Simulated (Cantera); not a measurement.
**Gas activation for diamond growth**

An isothermal, constant-pressure homogeneous reactor starts with CH4 : H2 : H = 0.022 : 0.55 : 0.073 (molar parts), at 1723 K and 0.158 atm.

Cantera simulation using GRI-Mech 3.0 (53 species, 325 reactions); the numbers are that mechanism's predictions, not measurements. GRI-Mech 3.0 stops at C3 and has no aromatics, soot or wall deposition, so with more carbon than oxygen in the feed, carbon stays in small species such as C2H2 where larger ones or solid carbon would form.

```json
[
 {"t (s)": "0.000200", "x CH4": "0.0155", "x H2": "0.966", "x H": "0.00699", "x CH3": "0.00222", "x CH2": "1.04e-5", "x C2H6": "2.22e-5", "x C2H4": "0.000205"},
 {"t (s)": "0.000646", "x CH4": "0.0161", "x H2": "0.972", "x H": "0.00232", "x CH3": "0.000772", "x CH2": "1.61e-6", "x C2H6": "8.18e-6", "x C2H4": "0.000136"},
 {"t (s)": "0.00209", "x CH4": "0.0162", "x H2": "0.973", "x H": "0.000830", "x CH3": "0.000278", "x CH2": "2.33e-7", "x C2H6": "2.58e-6", "x C2H4": "9.58e-5"},
 {"t (s)": "0.00674", "x CH4": "0.0160", "x H2": "0.974", "x H": "0.000459", "x CH3": "0.000153", "x CH2": "7.29e-8", "x C2H6": "1.13e-6", "x C2H4": "7.78e-5"},
 {"t (s)": "0.0218", "x CH4": "0.0155", "x H2": "0.974", "x H": "0.000435", "x CH3": "0.000140", "x CH2": "6.36e-8", "x C2H6": "9.81e-7", "x C2H4": "7.69e-5"},
 {"t (s)": "0.0704", "x CH4": "0.0141", "x H2": "0.975", "x H": "0.000437", "x CH3": "0.000128", "x CH2": "5.84e-8", "x C2H6": "8.16e-7", "x C2H4": "7.87e-5"},
 {"t (s)": "0.227", "x CH4": "0.0109", "x H2": "0.976", "x H": "0.000441", "x CH3": "9.97e-5", "x CH2": "4.62e-8", "x C2H6": "4.98e-7", "x C2H4": "8.37e-5"},
 {"t (s)": "0.734", "x CH4": "0.00634", "x H2": "0.979", "x H": "0.000448", "x CH3": "5.87e-5", "x CH2": "2.79e-8", "x C2H6": "1.80e-7", "x C2H4": "9.29e-5"},
 {"t (s)": "2.37", "x CH4": "0.00306", "x H2": "0.981", "x H": "0.000453", "x CH3": "2.86e-5", "x CH2": "1.39e-8", "x C2H6": "5.29e-8", "x C2H4": "0.000101"},
 {"t (s)": "7.67", "x CH4": "0.00212", "x H2": "0.981", "x H": "0.000455", "x CH3": "1.99e-5", "x CH2": "9.70e-9", "x C2H6": "3.27e-8", "x C2H4": "0.000104"},
 {"t (s)": "24.8", "x CH4": "0.00208", "x H2": "0.981", "x H": "0.000455", "x CH3": "1.96e-5", "x CH2": "9.56e-9", "x C2H6": "3.22e-8", "x C2H4": "0.000104"},
 {"t (s)": "80.0", "x CH4": "0.00208", "x H2": "0.981", "x H": "0.000455", "x CH3": "1.96e-5", "x CH2": "9.56e-9", "x C2H6": "3.22e-8", "x C2H4": "0.000104"}
]
```
x: mole fraction; the columns are a selection and need not sum to one.

Equilibrium at this temperature and pressure: CH4 0.00208, H2 0.981, H 0.000455, CH3 1.96e-5, CH2 9.56e-9, C2H6 3.22e-8, C2H4 0.000104 (gas phase only).
